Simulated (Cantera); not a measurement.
Charge: 1 mol NiS, 180 mol H₂, at 100000 Pa.

These are equilibrium values from Cantera (NASA tables, ideal gas, pure condensed phases), not measurements of a reactor. Candidate condensed phases: Ni, NiS, NiS₂, Ni₃S₂, Ni₃S₄, S; 9 gas species. Metal and sulfide melt together well below either melting point, which pure phases cannot show. Mutual solubility and eutectic melting of coexisting phases are not modelled. Rates play no part.

x: gas mole fraction; n: condensed amount in mol.

| T (°C) | x H₂ | x H₂S | x H | x SH | x S₂ | x Ni | x S | n Ni₃S₂(s) | n Ni(s) | n Ni(l) |
|---|---|---|---|---|---|---|---|---|---|---|
| 377 | 0.998 | 0.00185 | <1e-12 | <1e-12 | <1e-12 | <1e-12 | <1e-12 | 0.333 | 0 | 0 |
| 477 | 0.998 | 0.00185 | <1e-12 | 1.56e-11 | <1e-12 | <1e-12 | <1e-12 | 0.333 | 0 | 0 |
| 577 | 0.998 | 0.00185 | 2.05e-11 | 3.42e-10 | 4.16e-12 | <1e-12 | <1e-12 | 0.333 | 0 | 0 |
| 677 | 0.998 | 0.00243 | 5.56e-10 | 5.19e-9 | 1.04e-10 | <1e-12 | <1e-12 | 0.281 | 0.157 | 0 |
| 777 | 0.996 | 0.00429 | 8.09e-9 | 6.66e-8 | 2.82e-9 | <1e-12 | 1.27e-12 | 0.114 | 0.659 | 0 |
| 877 | 0.994 | 0.00556 | … | … | … | … | … | 0 | 1.00 | 0 |
| 977 | 0.994 | 0.00555 | 4.82e-7 | 1.77e-6 | 1.29e-7 | 5.90e-11 | 4.52e-10 | 0 | 1.00 | 0 |
| 1077 | 0.994 | 0.00555 | 2.38e-6 | 5.71e-6 | 4.69e-7 | 1.20e-9 | 4.04e-9 | 0 | 1.00 | 0 |
| 1177 | 0.994 | 0.00554 | 9.43e-6 | 1.57e-5 | 1.42e-6 | 1.61e-8 | 2.66e-8 | 0 | 1.000 | 0 |
| 1277 | 0.994 | 0.00551 | 3.14e-5 | 3.77e-5 | 3.72e-6 | 1.53e-7 | 1.38e-7 | 0 | 1.000 | 0 |
| 1377 | 0.994 | 0.00546 | … | … | … | … | … | 0 | 1.000 | 0 |
| 1477 | 0.994 | 0.00536 | 0.000232 | 0.000158 | 1.76e-5 | 6.16e-6 | 2.05e-6 | 0 | 0 | 0.999 |

Problem. What belongs in the gaps?

Solution. 
- 877, x H: 7.44e-8
- 877, x SH: 4.45e-7
- 877, x S₂: 2.86e-8
- 877, x Ni: 1.70e-12
- 877, x S: 3.47e-11
- 1377, x H: 9.06e-5
- 1377, x SH: 8.11e-5
- 1377, x S₂: 8.55e-6
- 1377, x Ni: 1.10e-6
- 1377, x S: 5.80e-7
